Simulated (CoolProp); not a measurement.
CH2F2 (R32) along the isobar 3.9 MPa: Z from the reference equation and from simpler models built on Tc = 78.1 °C, pc = 5.783 MPa, ω = 0.277; each cubic takes its own stable root.

Model: reference Helmholtz-energy equation of state, Tillner-Roth 1997, in CoolProp.

| T (°C) | phase | reference |
|---|---|---|
| -74.35 | liquid | 0.09597 |
| -58.25 | liquid | 0.09178 |
| -42.05 | liquid | 0.08848 |
| -25.85 | liquid | 0.08601 |
| -9.75 | liquid | 0.08436 |
| 6.45 | liquid | 0.08356 |
| 22.55 | liquid | 0.08382 |
| 38.75 | liquid | 0.08570 |
| 54.95 | liquid | 0.09114 |
| 71.05 | gas | 0.6439 |
| 87.25 | gas | 0.7213 |
| 103.35 | gas | 0.7729 |
| 119.55 | gas | 0.8112 |
| 135.65 | gas | 0.8408 |
| 151.85 | gas | 0.8645 |

Problem. How far does each simpler model (Redlich-Kwong, Soave-Redlich-Kwong) lie from the reference over these 15 states: mean and median of the absolute difference, and the worst?

Solution. 
- Redlich-Kwong: mean 56.8 %, median 32.5 %, worst +559.2 % at 54.95 °C and 3.9 MPa
- Soave-Redlich-Kwong: mean 19.5 %, median 28.1 %, worst +38.2 % at 54.95 °C and 3.9 MPa

At some of these states Redlich-Kwong gives the other phase, because its saturation line lies elsewhere.
